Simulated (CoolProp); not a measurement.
Vapour-liquid equilibrium of R125 (1) + R143a (2) at 361 kPa; x and y are mole fractions of (1).

Model: multi-fluid Helmholtz-energy mixture model, Lemmon 2005 and Lemmon and Jacobsen 2000; pair parameters Lemmon 2004, in CoolProp.

```json
[
 {"x": "0.05", "bubble temperature (°C)": "-16.2", "y at the bubble point": "0.048", "dew temperature at overall composition x (°C)": "-16.2", "liquid density (mol/L)": "?"},
 {"x": "0.2", "bubble temperature (°C)": "-16.1", "y at the bubble point": "0.200", "dew temperature at overall composition x (°C)": "-16.1", "liquid density (mol/L)": "?"},
 {"x": "0.35", "bubble temperature (°C)": "-16.2", "y at the bubble point": "0.356", "dew temperature at overall composition x (°C)": "-16.2", "liquid density (mol/L)": "12.38"},
 {"x": "0.5", "bubble temperature (°C)": "-16.4", "y at the bubble point": "?", "dew temperature at overall composition x (°C)": "-16.4", "liquid density (mol/L)": "12.20"},
 {"x": "0.65", "bubble temperature (°C)": "-16.8", "y at the bubble point": "0.671", "dew temperature at overall composition x (°C)": "-16.7", "liquid density (mol/L)": "?"},
 {"x": "0.8", "bubble temperature (°C)": "-17.3", "y at the bubble point": "?", "dew temperature at overall composition x (°C)": "-17.2", "liquid density (mol/L)": "?"},
 {"x": "0.95", "bubble temperature (°C)": "-17.9", "y at the bubble point": "?", "dew temperature at overall composition x (°C)": "-17.9", "liquid density (mol/L)": "11.71"}
]
```

Problem. Complete the blanks.

Solution. 
- 0.05, liquid density (mol/L): 12.75
- 0.2, liquid density (mol/L): 12.56
- 0.5, y at the bubble point: 0.515
- 0.65, liquid density (mol/L): 12.03
- 0.8, y at the bubble point: 0.819
- 0.8, liquid density (mol/L): 11.87
- 0.95, y at the bubble point: 0.957

y crosses x between x = 0.2 and 0.35: the model has an azeotrope there.

Pair parameters are fitted to limited data, so mixtures are less certain than the pure fluids.
